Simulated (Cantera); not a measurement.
Feed: 1 mol Cu2O, 2.5 mol C, 0.79 mol H2, at 1.50 mbar.

These are equilibrium values from Cantera (NASA tables, ideal gas, pure condensed phases), not measurements of a reactor. Candidate condensed phases: C, C6H6, C7H8, C8H18, Cu, CuO, Cu(OH)2, Cu2O, H2O; 113 gas species. Kinetics and transport are ignored. All values below are at 1950 K.

Base state: Cu 0.523, CO 0.262, H2 0.200, H 0.0133, Cu2 0.000533, C2H2 (acetylene) 0.000110 (mole fractions); condensed: C(graphite).

Task: What changes in the equilibrium state with this change: Cu2O replaced by TiO2?

Result: 
```
species             before     after
----------------  --------  --------
CO                   0.262     0.683
H2                   0.200     0.300
H                   0.0133    0.0162
Cu                   0.523         0
TiO                      0  0.000201
Cu2               0.000533         0
C2H2 (acetylene)  0.000110   1.41e-9
C(graphite), mol      1.50         0
TiC(s), mol              0     0.750
TiO(s), mol              0     0.249
```
Mutual solubility and eutectic melting of coexisting phases are not modelled. TiC, TiO: taken at fixed stoichiometry. Condensed phases not in the tables: solid solutions among these carbides, nitrides and lower oxides. Further candidate phases: Ti, TiC, TiO, TiO2, Ti2O3, Ti3O5, Ti4O7.
